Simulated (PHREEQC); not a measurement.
A made-up water analysis in mmol/kgw, 26 °C, pH 3.57, pe 10.8:

| constituent | mmol/kgw |
|---|---|
| Na | 242 |
| K | 4.23 |
| Ca | 2.14 |
| Mg | 9.18 |
| Cl | 10.4 |
| S(6) | 48.1 |
| Pb | 0.0827 |
| P | 0.05 |
| Cu(2) | 0.224 |
| Fe(3) | 0.356 |
| Zn | 0.629 |

Valence states are taken as typed.

Model: ion-association model, wateq4f.dat, run in PHREEQC.

Problem. The ionic strength comes out as 0.207 mol/kgw. What activity coefficients do Cu+2, Pb+2, CaHSO4+, Fe(OH)2+, KSO4- get?

Solution. Cu+2 0.32, Pb+2 0.31, CaHSO4+ 0.74, Fe(OH)2+ 0.74, KSO4- 0.74.

Precipitation was switched off in this run. Examples of supersaturated solids here: Strengite, Clpyromorphite. Others may be too. Complexes and solids missing from the database can't appear. H3PO4, which wateq4f.dat lacks, is added to it with the constant of phreeqc.dat. The database has no phosphate complexes of Pb, Cu, Zn.
